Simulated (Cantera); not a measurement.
Charge: 1 mol C2F6, 1 mol H2, equilibrated at 1.33 mbar.

Cantera equilibrium calculation (NASA polynomials, part measured and part estimated; ideal gas, pure solids and liquids). Candidate condensed phases: C, C6H6, C7H8, C8H18; 110 gas species. Ions and electrons are included (thermal ionisation). The feed counts by its element totals alone. Gases not in the tables: C2F6 and larger saturated fluorocarbons. Equilibrium is a limit: real reactors are often held back by kinetics, nucleation or transport.

Q: Which condensed phases are stable at each of these points (T (°C)): 1727, 2227, 2727, 3227, 3727, 4227, 4727?

A: 
```csv
T (°C),condensed phases,C condensed (%)
1727,C(graphite),42.8
2227,C(graphite),79.6
2727,gas only,0.0
3227,gas only,0.0
3727,gas only,0.0
4227,gas only,0.0
4727,gas only,0.0
```

From 1727 °C to 2227 °C the condensed part is C(graphite). From 2727 °C to 4727 °C nothing is condensed.
